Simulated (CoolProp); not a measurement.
Vapour-liquid equilibrium of n-hexane (1) + p-xylene (2) at 447.1 K; x and y are mole fractions of (1).

Values from CoolProp's multi-fluid Helmholtz-energy mixture model, Thol 2019 and Zhou 2012; pair parameters Bell 2016.

Problem. Give the bubble pressure and the first vapour's composition at x = 0.05, 0.5, 0.65. Is there an azeotrope?

Solution. x = 0.05: 0.2925 MPa, y = 0.202; x = 0.5: 0.7097 MPa, y = 0.785; x = 0.65: 0.8406 MPa, y = 0.860. No azeotrope shows between x = 0.05 and 0.95.

Pair parameters are fitted to limited data, so mixtures are less certain than the pure fluids. The gap from Raoult's law changes sign with composition, which may be real or a fault of the pair parameters; it wasn't checked against measurements.
